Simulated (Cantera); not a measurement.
An adiabatic, constant-pressure homogeneous reactor starts with 13.6 % CH4, 18.1 % O2, 68.3 % N2, at 1325 K and 9.30 bar.

Model: GRI-Mech 3.0 (53 species, 325 reactions), integrated in Cantera.

One state of this run: T (K) = 2686; x CH4 = 2.99e-11; x O2 = 0.000110; x H = 0.00485; x C2H4 = <1e-12; x C2H6 = <1e-12; x HO2 = 1.77e-7. x: mole fraction; the columns are a selection and need not sum to one.

### Question
Which value of t (s) does it belong to?
(A) 0.710
(B) 1.00e-6
(C) 0.000178
(D) 7.95e-6

### Answer
A, 0.710
